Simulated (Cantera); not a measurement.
An isothermal, constant-pressure homogeneous reactor starts with 23.7 % H2, 76.3 % O2, at 1200 K and 1100 Pa.

Computed with Cantera and the H2/O2 subset of GRI-Mech 3.0, which has no nitrogen chemistry. Radical loss at walls, strong at low pressure, is not modelled. The temperature is held fixed by assumption; the heat of reaction is taken as removed at once.

One state of this run: x H2 = 0.00969; x O2 = 0.662; x H = 0.0546; x H2O2 = 3.09e-7; x HO2 = 8.16e-6; x OH = 0.00990; x O = 0.0578. x: mole fraction; the columns are a selection and need not sum to one.

### Question
Which value of t (s) does it belong to?
(A) 0.993
(B) 0.244
(C) 0.0148
(D) 0.00736

### Answer
D, 0.00736
